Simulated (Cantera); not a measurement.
Input: 1 mol Fe₃O₄, 0.37 mol HCl, 0.12 mol H₂, at 0.133 bar.

Cantera equilibrium calculation (NASA polynomials, part measured and part estimated; ideal gas, pure solids and liquids). Candidate condensed phases: Fe, FeCl₂, FeCl₃, FeO, Fe(OH)₂, Fe(OH)₃, Fe₂O₃, Fe₃O₄, H₂O; 22 gas species. Mutual solubility and eutectic melting of coexisting phases are not modelled. The tables' stoichiometric FeO is somewhat more stable than real wüstite, so its field is too wide. FeO: taken at fixed stoichiometry. The numbers say what is thermodynamically allowed, not how fast it happens. All values below are at 1273 K.

Base state: HCl 0.525, H₂O 0.349, FeCl₂ 0.114, H₂ 0.0113, Fe₂Cl₄ 0.000507, FeCl₃ 0.000210 (mole fractions); condensed: FeO(s) + Fe₃O₄(s).

### Question
What changes in the equilibrium state with this change: HCl from 0.37 to 0.041 mol?

### Answer
| species | before | after |
|---|---|---|
| H₂O | 0.349 | 0.732 |
| HCl | 0.525 | 0.233 |
| H₂ | 0.0113 | 0.0236 |
| FeCl₂ | 0.114 | 0.0107 |
| Fe₂Cl₄ | 0.000507 | 4.48e-6 |
| FeCl₃ | 0.000210 | 6.05e-6 |
| FeO(s), mol | 0.287 | 0.347 |
| Fe₃O₄(s), mol | 0.885 | 0.884 |
